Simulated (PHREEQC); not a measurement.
Dissolve 0.0002 mol PbCl2, 0.0031 mol KBr and 3.1e-05 mol Cu(NO3)2 per kg of water at 25 °C. Closed to the air; pH follows from the charge balance.

Computed with PHREEQC (ion-association model, wateq4f.dat).

```yaml
pH: 5.74
ionic_strength: 0.00374 mol/kgw
```

```
species  molality  activity   log γ
-------  --------  --------  ------
K+        0.00310   0.00290  -0.029
Br-       0.00308   0.00288  -0.029
Cl-      0.000398  0.000372  -0.029
Pb+2     0.000172  0.000132  -0.115
NO3-      6.19e-5   5.78e-5  -0.029
Cu+2      3.07e-5   2.37e-5  -0.111
PbBr+     2.39e-5   2.24e-5  -0.029
PbCl+     2.09e-6   1.96e-6  -0.029
H+        1.96e-6   1.84e-6  -0.026
PbOH+     1.50e-6   1.40e-6  -0.029
Cu(OH)2   1.46e-7   1.46e-7   0.000
CuOH+     1.38e-7   1.29e-7  -0.029
PbNO3+    1.21e-7   1.13e-7  -0.029
PbBr2     3.01e-8   3.02e-8   0.000
```

No solid was allowed to form. Species that the database lacks are ignored.
